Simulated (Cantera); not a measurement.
An isothermal, constant-pressure homogeneous reactor starts with 0.248 % CH4, 0.526 % O2, 99.2 % N2, at 1123 K and 10.0 bar.

Computed with Cantera and GRI-Mech 3.0 (53 species, 325 reactions).

Q: Predict: x(O2) at 3.00 s; x(N2O) at 3.00 s; x(O) at 3.00 s.

A: 
```
Item                                                  Value
----------------  -----------------------------------------
x(O2) at 3.00 s   0.000323 (gas-phase equilibrium 0.000295)
x(N2O) at 3.00 s    3.58e-7 (gas-phase equilibrium 1.16e-9)
x(O) at 3.00 s     2.89e-9 (gas-phase equilibrium 2.41e-11)
```
